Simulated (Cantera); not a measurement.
Cantera run:

```python
import numpy as np
import cantera as ct

gas_names = """
    H H2 Si SiH SiH2 SiH3 SiH4 Si2 Si3
""".split()
cond_names = """
    Si(cr) Si(L)
""".split()


# ... load() reads the species with a 1 bar reference pressure and builds the phases ...
atoms = {
    'SiH4': {'Si': 1, 'H': 4},
    'H2': {'H': 2},
}
top_T = {}  # K; cautious upper limits of use, not melting points


# ... equilibrate(T, P, feed) seeds the gas with the atoms and calls Mixture.equilibrate('TP', solver="vcs", rtol=1e-11, max_steps=5000) ...
results = []
feed = {'SiH4': 1, 'H2': 5.8}  # mol
P = 13332.2  # Pa
for T in [1148, 1198, 1248, 1298, 1348, 1398, 1448, 1498, 1548, 1598, 1648, 1698, 1748, 1798]:
    mix = equilibrate(T, P, feed)
    results.append((T, P, feed, dict(zip(mix.species_names, mix.species_moles))))

top = {s: max(r[3][s] / sum(r[3][g] for g in gas_names) for r in results) for s in gas_names}
cols = sorted((s for s in top if top[s] > 0.001), key=lambda s: -top[s])[:5]
seen = [c for c in cond_names if any(r[3].get(c, 0) > 1e-12 for r in results)]
print("log10 of partial pressures in bar; condensed amounts in mol")
print(f"{'T/K':>10s}" + "".join(f"{s[:9]:>10s}" for s in cols + seen))
for T, P, feed, n in results:
    ng = sum(n[g] for g in gas_names)
    print(f"{T:10.4g}" + "".join(f"{np.log10(max(n[s] / ng * P / 1e5, 1e-99)):10.3f}" for s in cols)
          + "".join(f"{n.get(c, 0):10.4g}" for c in seen))
```

It prints:

```
log10 of partial pressures in bar; condensed amounts in mol
       T/K        H2    Si(cr)     Si(L)
      1148    -0.875         1         0
      1198    -0.875         1         0
      1248    -0.875         1         0
      1298    -0.875         1         0
      1348    -0.875         1         0
      1398    -0.875         1         0
      1448    -0.875         1         0
      1498    -0.875         1         0
      1548    -0.875         1         0
      1598    -0.875         1         0
      1648    -0.875    0.9999         0
      1698    -0.875         0    0.9998
      1748    -0.875         0    0.9997
      1798    -0.876         0    0.9995
```

Cantera equilibrium calculation (NASA polynomials, part measured and part estimated; ideal gas, pure solids and liquids). Gases not in the tables: Si2H6 and higher silanes.
